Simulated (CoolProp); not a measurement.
Model: reference Helmholtz-energy equation of state, Jacobsen 1992, in CoolProp.

Q: Give the vapour pressure (MPa), vapour density (kg/m³), liquid cp (kJ/(kg K)), liquid viscosity (µPa s) of saturated R11 at 154.05 °C.

A: 
```
T (°C)  p (MPa)  vapour density (kg/m³)  liquid cp (kJ/(kg K))  liquid viscosity (µPa s)
------  -------  ----------------------  ---------------------  ------------------------
154.05     2.26                     130                   1.21                       128
```

Viscosity comes from a separate model (Klein 1997), an estimate that may be off by 10 % or more.
